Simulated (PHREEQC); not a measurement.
**Leach liquor (model solution)**

A solution holds 2.8 mmol/kgw H2SO4 and 0.08 mmol/kgw MnSO4, at 25 °C. Closed to the air; pH follows from the charge balance.

All values are PHREEQC results (ion-association model, wateq4f.dat), not measurements.

Each row changes one thing in this solution. No solid was allowed to form.

```tsv
case	pH	ionic strength (mol/kgw)	SO4-2 (mol/kgw)	HSO4- (mol/kgw)
as made	2.35	0.00722	0.00215	0.000722
H2SO4 replaced by KHSO4 at the same molality	2.65	0.00780	0.00243	0.000399
0.0046 mol/kgw KOH added	3.11	0.00824	0.00265	0.000152
diluted 2-fold with water	2.62	0.00388	0.00120	0.000232
H2SO4 from 0.0028 to 0.00252 mol/kgw	2.39	0.00661	0.00198	0.000612
MnSO4 left out	2.35	0.00698	0.00209	0.000709
0.0002 mol/kgw NaHCO3 added	2.36	0.00726	0.00216	0.000702
```

Species that the database lacks are ignored.
